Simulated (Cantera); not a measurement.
# Equilibrium for silicon carbide growth: SiH2Cl2 + C2H2 + H2

Charge: 1 mol SiH2Cl2, 0.037 mol C2H2, 110 mol H2, equilibrated at 7.60 mbar.

These are equilibrium values from Cantera (NASA tables, ideal gas, pure condensed phases), not measurements of a reactor. Candidate condensed phases: C, C6H6, C7H8, C8H18, Si, SiC; 109 gas species. Mutual solubility and eutectic melting of coexisting phases are not modelled. The tables' values for SiCl, SiCl3 are old estimates; treat these amounts as uncertain. Gases not in the tables: Si2H6 and higher silanes. The numbers say what is thermodynamically allowed, not how fast it happens.

From 1148 K to 1598 K the condensed part is Si(s) + SiC(s). From 1748 K to 1898 K the condensed part is Si(l) + SiC(s). At 2048 K the condensed part is SiC(s). From 2198 K to 2348 K nothing is condensed. The main Si-bearing gas is SiCl2 at 1148 K and Si at 2348 K.

| T (K) | x H2 | x H | x HCl | x Si | x Cl | x SiCl2 | n Si(s) | n SiC(s) | n Si(l) |
|---|---|---|---|---|---|---|---|---|---|
| 1148 | 0.983 | 8.15e-7 | 0.0163 | 2.40e-11 | 1.19e-8 | 0.000592 | 0.846 | 0.0740 | 0 |
| 1298 | 0.983 | 1.22e-5 | 0.0164 | 5.35e-9 | 1.71e-7 | 0.000724 | 0.843 | 0.0740 | 0 |
| 1448 | 0.983 | 0.000105 | 0.0162 | 3.85e-7 | 1.41e-6 | 0.000821 | 0.833 | 0.0740 | 0 |
| 1598 | 0.982 | 0.000605 | 0.0160 | 1.23e-5 | 7.81e-6 | 0.000900 | 0.822 | 0.0740 | 0 |
| 1748 | 0.980 | 0.00259 | 0.0160 | 0.000192 | 3.27e-5 | 0.000872 | 0 | 0.0738 | 0.798 |
| 1898 | 0.972 | 0.00884 | 0.0161 | 0.00162 | 0.000110 | 0.000721 | 0 | 0.0707 | 0.623 |
| 2048 | 0.950 | 0.0250 | 0.0161 | 0.00669 | 0.000314 | 0.000417 | 0 | 0.0455 | 0 |
| 2198 | 0.914 | 0.0611 | 0.0161 | 0.00758 | 0.000781 | 8.69e-5 | 0 | 0 | 0 |
| 2348 | 0.845 | 0.130 | 0.0148 | 0.00778 | 0.00163 | 1.82e-5 | 0 | 0 | 0 |
x: gas mole fraction; n: condensed amount in mol.
